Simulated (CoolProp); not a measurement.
Isohexane at 299.01 K and 0.0202 MPa is throttled through a valve to 0.0138 MPa with no heat exchange. Each further row changes one setting.

The numbers come from the reference Helmholtz-energy equation of state, Lemmon 2006 in CoolProp. It is a short technical equation, of lower accuracy than the large ones.

```
case                         temperature change (K)  final density (kg/m³)
---------------------------  ----------------------  ---------------------
as stated                                       [?]                    [?]
outlet pressure 0.00414 MPa                     [?]                    [?]
outlet pressure 0.0179 MPa                      [?]                    [?]
```

Fill in the missing entries.


- as stated, temperature change (K): -0.3
- as stated, final density (kg/m³): 0.483
- outlet pressure 0.00414 MPa, temperature change (K): -0.7
- outlet pressure 0.00414 MPa, final density (kg/m³): 0.144
- outlet pressure 0.0179 MPa, temperature change (K): -0.1
- outlet pressure 0.0179 MPa, final density (kg/m³): 0.628
